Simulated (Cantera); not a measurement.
Input: 1 mol Al(CH3)3, 0.22 mol H2O, 460 mol N2, held at 750 K and 1.50 Torr.

These are equilibrium values from Cantera (NASA tables, ideal gas, pure condensed phases), not measurements of a reactor. Candidate condensed phases: Al, AlN, Al2O3, C, C6H6, C7H8, C8H18, H2O; 148 gas species. The feed counts by its element totals alone. The numbers say what is thermodynamically allowed, not how fast it happens.

**Question.** What is the equilibrium state?

**Answer.** 
```
Property                              Result
--------------------------------  ----------
x(N2)                                  0.990
x(H2)                                 0.0102
n(AlN(s))                          0.853 mol
n(Al2O3(s))                       0.0733 mol
n(C(graphite))                      3.00 mol
gas amount                         464.3 mol
log10 activity of Al(s) (absent)      -15.30
```
